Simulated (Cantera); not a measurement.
## Catalytic combustion on Pt

An isothermal plug-flow reactor at 950 K and 1.00 bar (inlet), inlet velocity 4.2 m/s, active area per volume 110 1/m; feed H₂ : O₂ : N₂ : H₂O = 0.002 : 0.16 : 0.79 : 0.0081 (molar parts), equivalence ratio 0.0063.

Model: Deutschmann's 1995 Pt surface mechanism with GRI-Mech 3.0 gas chemistry, integrated in Cantera. Catalytic surfaces can have several steady states; this one follows from the mechanism file's or the stated starting coverage. Mass transfer to the wall is taken as infinitely fast.

```tsv
z (m)	x H₂	x O₂	x H₂O	θ free Pt	θ O*	θ OH*
0.00048	0.00196	0.167	0.00856	0.134	0.864	0.00180
0.00092	0.00185	0.167	0.00867	0.133	0.865	0.00180
0.0018	0.00165	0.166	0.00887	0.133	0.866	0.00180
0.0034	0.00134	0.166	0.00918	0.131	0.867	0.00181
0.0066	0.000894	0.166	0.00963	0.130	0.869	0.00182
0.013	0.000401	0.166	0.0101	0.128	0.871	0.00183
0.025	9.10e-5	0.166	0.0104	0.126	0.872	0.00184
0.048	5.37e-6	0.166	0.0105	0.126	0.872	0.00184
```
x: gas mole fraction; θ: surface coverage.
